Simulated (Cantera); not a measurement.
An isothermal, constant-pressure homogeneous reactor starts with H2 : O2 : N2 = 0.33 : 1 : 1 (molar parts), equivalence ratio 0.17, at 975 K and 1.00 bar.

Computed with Cantera and the H2/O2 subset of GRI-Mech 3.0, which has no nitrogen chemistry. The temperature is held fixed by assumption; the heat of reaction is taken as removed at once.

x: mole fraction; the columns are a selection and need not sum to one.

```
t (s)         x H2   x O2       x O       x H    x H2O2      x OH
--------  --------  -----  --------  --------  --------  --------
7.00e-5      0.142  0.429   2.17e-9   3.68e-9  3.95e-11  6.81e-10
0.000186     0.142  0.429   2.23e-7   3.75e-7   7.82e-9   7.06e-8
0.000493    0.0855  0.412   2.78e-5   3.21e-5  0.000134   2.20e-5
0.00131     0.0843  0.411   4.84e-7   5.09e-7  0.000339   2.61e-7
0.00347     0.0833  0.411   6.45e-7   6.85e-7  0.000493   3.69e-7
0.00921     0.0793  0.410   9.68e-7   1.04e-6  0.000938   6.43e-7
0.0244      0.0648  0.405   1.10e-6   1.08e-6   0.00149   9.12e-7
0.0648         ___  0.396       ___       ___       ___   9.16e-7
0.172      0.00856  0.388   5.04e-7   1.02e-7  0.000282   7.29e-7
0.456      0.00110  0.386   9.88e-8   4.96e-9   1.43e-5   2.79e-7
1.21      0.000198  0.386   9.69e-9  2.76e-10   7.69e-7   8.75e-8
3.21       4.60e-5  0.386  9.54e-10  2.33e-11   5.96e-8   3.06e-8
8.52       1.01e-5  0.386  1.12e-10  2.60e-12   5.39e-9   1.39e-8
22.6       1.00e-6  0.386  1.15e-11    <1e-12  3.24e-10   1.08e-8
60.0      1.06e-11  0.386  4.16e-11    <1e-12  1.78e-10       ___
```

**Question.** What belongs in the gaps?

**Answer.** 
- 0.0648, x H2: 0.0357
- 0.0648, x O: 8.76e-7
- 0.0648, x H: 5.52e-7
- 0.0648, x H2O2: 0.00115
- 60.0, x OH: 9.65e-8
